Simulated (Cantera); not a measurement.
Input: 1 mol Fe, 0.046 mol HCl, 7 mol H2, held at 1323 K and 0.133 bar.

Cantera equilibrium calculation (NASA polynomials, part measured and part estimated; ideal gas, pure solids and liquids). Candidate condensed phases: Fe, FeCl2, FeCl3; 11 gas species. The numbers say what is thermodynamically allowed, not how fast it happens.

Question: What is the equilibrium state?

Answer: 
```json
{
 "x(H2)": "0.993",
 "x(HCl)": "0.00648",
 "x(FeCl2)": "2.20e-5",
 "x(H)": "4.33e-6",
 "n(Fe(γ))": "1.000 mol",
 "gas_amount": "7.046 mol",
 "log10 activity of FeCl2(l) (absent)": "-5.57"
}
```
